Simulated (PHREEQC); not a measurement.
Consider water at 10 °C with 0.051 mol/kgw CuSO4 and 0.28 mol/kgw H2SO4. Closed to the air; pH follows from the charge balance.

All values are PHREEQC results (ion-association model, wateq4f.dat), not measurements.

The ionic strength comes out as 0.448 mol/kgw. What activity coefficients do Cu+2, H+, HSO4-, SO4-2 get?

Cu+2 0.26, H+ 0.77, HSO4- 0.68, SO4-2 0.22.

Precipitation was switched off in this run. Away from 25 °C the constants follow the database's enthalpies or fits; those with neither stay at their 25 °C values.
